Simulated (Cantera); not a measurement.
Mixture: CH4 : O2 : N2 = 1 : 2.82 : 14.4 (molar parts), at 170000 Pa, adiabatic and at constant volume. Ignition delay is the time to a rise of 400 K.

Model: GRI-Mech 3.0 (53 species, 325 reactions), integrated in Cantera.

Question: What does this change do: constant pressure in place of constant volume?

Answer: 
```json
[
 {"quantity": "delay at 1300 K", "before": "8.18 ms", "after": "8.52 ms"},
 {"quantity": "delay at 1500 K", "before": "0.846 ms", "after": "0.886 ms"},
 {"quantity": "delay at 1700 K", "before": "0.153 ms", "after": "0.160 ms"},
 {"quantity": "delay at 1900 K", "before": "43.6 µs", "after": "46.4 µs"},
 {"quantity": "delay at 2100 K", "before": "16.7 µs", "after": "18.1 µs"},
 {"quantity": "apparent activation energy between 1900 and 2100 K", "before": "160 kJ/mol", "after": "160 kJ/mol"}
]
```
